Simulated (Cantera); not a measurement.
Feed: 1 mol Ta₂O₅, 0.37 mol CH₄, 8.7 mol H₂, at 1850 K and 0.00830 bar.

Method: chemical equilibrium by Gibbs-energy minimisation in Cantera with the NASA 1993 tables (ideal gas, pure condensed phases). Candidate condensed phases: C, C₆H₆, C₇H₈, C₈H₁₈, H₂O, Ta, TaC, Ta₂O₅; 113 gas species. Mutual solubility and eutectic melting of coexisting phases are not modelled. Condensed phases not in the tables: Ta₂C, N, O or C dissolved in the metal. The numbers say what is thermodynamically allowed, not how fast it happens.

Base state: H₂ 0.956, CO 0.0376, H 0.00578, H₂O 0.000858 (mole fractions); condensed: Ta(s) + Ta₂O₅(s).

Task: What changes in the equilibrium state with this change: pressure from 0.00830 bar to 0.00460 bar?

Result: 
| species | before | after |
|---|---|---|
| H₂ | 0.956 | 0.954 |
| CO | 0.0376 | 0.0376 |
| H | 0.00578 | 0.00776 |
| TaO₂ | 7.47e-6 | 1.35e-5 |
| H₂O | 0.000858 | 0.000857 |
| Ta(s), mol | 0.151 | 0.151 |
| Ta₂O₅(s), mol | 0.924 | 0.924 |
